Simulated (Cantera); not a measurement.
A perfectly stirred reactor is fed with H2 : O2 : N2 = 1 : 1 : 4.3 (molar parts), equivalence ratio 0.50, at 1.00 bar; it is held at 1350 K, and followed from long to short residence time.

Cantera simulation using GRI-Mech 3.0 (53 species, 325 reactions); the numbers are that mechanism's predictions, not measurements. The temperature is held fixed by assumption; the heat of reaction is taken as removed at once.

Question: What does this change do: 0.24 parts H2O added?

Answer: 
```
quantity                 before     after
---------------------  --------  --------
x(H2) at τ = 2.70 s     2.56e-5   2.58e-5
x(O2) at τ = 2.70 s      0.0862    0.0828
x(H2O) at τ = 2.70 s      0.172     0.205
x(NO2) at τ = 2.70 s    1.83e-8   1.32e-8
x(NO) at τ = 2.70 s     1.16e-6   8.08e-7
x(H2) at τ = 39.0 ms   0.000429  0.000436
x(O2) at τ = 39.0 ms     0.0862    0.0828
x(H2O) at τ = 39.0 ms     0.172     0.205
x(NO2) at τ = 39.0 ms   6.84e-9   5.94e-9
x(NO) at τ = 39.0 ms    6.97e-7   5.41e-7
```
